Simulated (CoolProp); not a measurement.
Vapour-liquid equilibrium of R13 (1) + n-butane (2) at 265.8 K; x and y are mole fractions of (1).

The numbers come from the multi-fluid Helmholtz-energy mixture model, Platzer 1990 and Bücker 2006; pair parameters Bell 2016 in CoolProp. This equation is an older, rougher fit; its heat capacities, sound speeds and derivatives of the liquid may be far off and weren't checked against measurements.

Q: Give the bubble pressure and the first vapour's composition at x = 0.15, 0.45, 0.75. Is there an azeotrope?

A: x = 0.15: 0.4307 MPa, y = 0.823; x = 0.45: 0.8851 MPa, y = 0.923; x = 0.75: 1.237 MPa, y = 0.961. No azeotrope shows between x = 0.05 and 0.95.

Pair parameters are fitted to limited data, so mixtures are less certain than the pure fluids. The gap from Raoult's law changes sign with composition, which may be real or a fault of the pair parameters; it wasn't checked against measurements.
